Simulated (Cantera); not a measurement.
Input: 1 mol n-butane, 0.059 mol CO2, 5.3 mol H2, equilibrated at 2500 K and 0.133 bar.

Cantera equilibrium calculation (NASA polynomials, part measured and part estimated; ideal gas, pure solids and liquids). Candidate condensed phases: C, C6H6, C7H8, C8H18, H2O; 110 gas species. Kinetics and transport are ignored.

Base state: H2 0.913, H 0.0658, CO 0.0110, C2H2 (acetylene) 0.00988, C2H 5.11e-5, C4H2 4.41e-5, CH3 2.16e-5, CH4 1.67e-5 (mole fractions); condensed: C(graphite).

Q: What changes in the equilibrium state with this change: pressure from 0.133 bar to 38.0 Pa?

A: 
```json
[
 {"species": "H", "before": "0.0658", "after": "0.696"},
 {"species": "H2", "before": "0.913", "after": "0.291"},
 {"species": "CO", "before": "0.0110", "after": "0.00736"},
 {"species": "C2H2 (acetylene)", "before": "0.00988", "after": "0.00315"},
 {"species": "CH4", "before": "1.67e-5", "after": "4.83e-9"},
 {"species": "C2", "before": "3.44e-7", "after": "0.000121"},
 {"species": "C(graphite), mol", "before": "3.72", "after": "3.75"}
]
```

Q: What changes in the equilibrium state with this change: pressure from 0.133 bar to 1.00 bar?

A: 
| species | before | after |
|---|---|---|
| H2 | 0.913 | 0.954 |
| H | 0.0658 | 0.0246 |
| CO | 0.0110 | 0.0112 |
| C2H2 (acetylene) | 0.00988 | 0.0103 |
| CH4 | 1.67e-5 | 0.000136 |
| CH3 | 2.16e-5 | 6.32e-5 |
| C2H | 5.11e-5 | 1.91e-5 |
| C4H2 | 4.41e-5 | 4.61e-5 |
| C(graphite), mol | 3.72 | 3.72 |

Q: What changes in the equilibrium state with this change: n-butane replaced by CH3OH?

A: 
```csv
species,before,after
H2,0.913,0.809
CO,0.0110,0.123
H,0.0658,0.0619
C2H2 (acetylene),0.00988,<1e-9
H2O,3.24e-8,0.00657
CO2,<1e-9,0.000161
OH,<1e-9,0.000104
"C(graphite), mol",3.72,0
```
